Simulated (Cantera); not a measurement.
Input: 1 mol SiO2, 0.016 mol Si, 4.2 mol H2, at 4.50 Torr.

Cantera equilibrium calculation (NASA polynomials, part measured and part estimated; ideal gas, pure solids and liquids). Candidate condensed phases: H2O, Si, SiO2; 18 gas species. The tables hold silica as quartz up to 1696 K and as liquid above; real silica turns to tridymite and cristobalite and melts near 1996 K. Rates play no part.

Question: Which condensed phases are stable at each of these points (T (K)): 1823, 1873, 1923, 1973, 2023, 2073, 2123, 2173, 2223, 2273?

Answer: 
| T (K) | condensed phases | Si condensed (%) |
|---|---|---|
| 1823 | SiO2(condensed) | 88.4 |
| 1873 | SiO2(condensed) | 82.6 |
| 1923 | SiO2(condensed) | 74.1 |
| 1973 | SiO2(condensed) | 61.8 |
| 2023 | SiO2(l) | 44.5 |
| 2073 | SiO2(l) | 21.1 |
| 2123 | gas only | 0.0 |
| 2173 | gas only | 0.0 |
| 2223 | gas only | 0.0 |
| 2273 | gas only | 0.0 |

From 1823 K to 1973 K the condensed part is SiO2(condensed). From 2023 K to 2073 K the condensed part is SiO2(l). From 2123 K to 2273 K nothing is condensed.
